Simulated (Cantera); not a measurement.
Feed: 1 mol Pb, 1.6 mol N2, equilibrated at 1100 K and 0.0133 bar.

These are equilibrium values from Cantera (NASA tables, ideal gas, pure condensed phases), not measurements of a reactor. Candidate condensed phases: Pb; 4 gas species. Equilibrium is a limit: real reactors are often held back by kinetics, nucleation or transport.

Base state: N2 0.991, Pb 0.00909 (mole fractions); condensed: Pb(l).

Task: What changes in the equilibrium state with this change: 0.0011 mol NH3 added?

Result: 
```csv
species,before,after
N2,0.991,0.990
Pb,0.00909,0.00909
H2,0,0.00102
"Pb(l), mol",0.985,0.985
```
